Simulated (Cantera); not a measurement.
A closed system holds: 1 mol CuO, 4.9 mol CO, 0.25 mol H2, at 64.0 Pa.

These are equilibrium values from Cantera (NASA tables, ideal gas, pure condensed phases), not measurements of a reactor. Candidate condensed phases: C, C6H6, C7H8, C8H18, Cu, CuO, Cu(OH)2, Cu2O, H2O; 113 gas species. Equilibrium is a limit: real reactors are often held back by kinetics, nucleation or transport. All values below are at 1448 K.

Base state: CO 0.770, CO2 0.176, H2 0.0313, H2O 0.0170, Cu 0.00518, H 6.45e-5 (mole fractions); condensed: Cu(l).

Problem. What changes in the equilibrium state with this change: H2 from 0.25 to 1.8 mol?

Solution. 
```csv
species,before,after
CO,0.770,0.643
H2,0.0313,0.204
CO2,0.176,0.0848
H2O,0.0170,0.0637
Cu,0.00518,0.00518
H,6.45e-5,0.000164
"Cu(l), mol",0.973,0.965
```
